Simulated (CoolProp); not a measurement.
Vapour-liquid equilibrium of p-xylene (1) + n-decane (2) at 170.55 °C; x and y are mole fractions of (1).

Model: multi-fluid Helmholtz-energy mixture model, Zhou 2012 and Lemmon 2006; pair parameters Bell 2016, in CoolProp.

```json
[
 {"x": "0.05", "bubble pressure (MPa)": "0.09949", "y at the bubble point": "0.113", "dew pressure at overall composition x (MPa)": "0.09545", "liquid density (mol/L)": "4.351"},
 {"x": "0.2", "bubble pressure (MPa)": "0.1201", "y at the bubble point": "0.371", "dew pressure at overall composition x (MPa)": "0.1057", "liquid density (mol/L)": "4.620"},
 {"x": "0.35", "bubble pressure (MPa)": "0.1400", "y at the bubble point": "0.554", "dew pressure at overall composition x (MPa)": "0.1181", "liquid density (mol/L)": "4.921"},
 {"x": "0.5", "bubble pressure (MPa)": "0.1595", "y at the bubble point": "0.692", "dew pressure at overall composition x (MPa)": "0.1336", "liquid density (mol/L)": "5.261"},
 {"x": "0.65", "bubble pressure (MPa)": "0.1786", "y at the bubble point": "0.803", "dew pressure at overall composition x (MPa)": "0.1531", "liquid density (mol/L)": "5.646"},
 {"x": "0.8", "bubble pressure (MPa)": "0.1977", "y at the bubble point": "0.896", "dew pressure at overall composition x (MPa)": "0.1780", "liquid density (mol/L)": "6.086"},
 {"x": "0.95", "bubble pressure (MPa)": "0.2168", "y at the bubble point": "0.976", "dew pressure at overall composition x (MPa)": "0.2103", "liquid density (mol/L)": "6.593"}
]
```

No azeotrope shows between x = 0.05 and 0.95.

The pair parameters rest on a limited set of measurements; away from them the model extrapolates.
